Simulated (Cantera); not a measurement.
Feed: 1 mol Pb, 2.9 mol NH3, 16 mol N2, equilibrated at 18.0 Pa.

Cantera equilibrium calculation (NASA polynomials, part measured and part estimated; ideal gas, pure solids and liquids). Candidate condensed phases: Pb; 11 gas species. Equilibrium is a limit: real reactors are often held back by kinetics, nucleation or transport. All values below are at 1623 K.

Base state: N2 0.764, H2 0.189, Pb 0.0438, H 0.00224 (mole fractions); condensed: gas only.

Question: What changes in the equilibrium state with this change: pressure from 18.0 Pa to 0.133 bar?

Answer: 
```tsv
species	before	after
N2	0.764	0.765
H2	0.189	0.191
Pb	0.0438	0.0439
H	0.00224	8.27e-5
```
